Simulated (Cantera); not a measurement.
A perfectly stirred reactor is fed with C2H6 : N2 = 1 : 98 (molar parts), at 1.00 bar; it is held at 1350 K, and followed from long to short residence time.

Model: GRI-Mech 3.0 (53 species, 325 reactions), integrated in Cantera. GRI-Mech 3.0 stops at C3 and has no aromatics, soot or wall deposition, so with more carbon than oxygen in the feed, carbon stays in small species such as C2H2 where larger ones or solid carbon would form.

**Question.** What does this change do: temperature 1350 to 1025 K?

**Answer.** 
```json
[
 {"quantity": "x(C2H6) at τ = 11.0 s", "before": "1.68e-5", "after": "0.00160"},
 {"quantity": "x(CH2) at τ = 11.0 s", "before": "1.38e-10", "after": "<1e-12"},
 {"quantity": "x(CH3) at τ = 11.0 s", "before": "3.90e-6", "after": "5.47e-8"},
 {"quantity": "x(CH4) at τ = 11.0 s", "before": "0.00366", "after": "0.000528"},
 {"quantity": "x(C2H4) at τ = 11.0 s", "before": "0.000260", "after": "0.00708"},
 {"quantity": "x(C2H6) at τ = 0.310 s", "before": "0.000154", "after": "0.00830"},
 {"quantity": "x(CH2) at τ = 0.310 s", "before": "1.45e-9", "after": "<1e-12"},
 {"quantity": "x(CH3) at τ = 0.310 s", "before": "1.01e-5", "after": "1.78e-7"},
 {"quantity": "x(CH4) at τ = 0.310 s", "before": "0.00221", "after": "5.13e-5"},
 {"quantity": "x(C2H4) at τ = 0.310 s", "before": "0.000982", "after": "0.00172"}
]
```
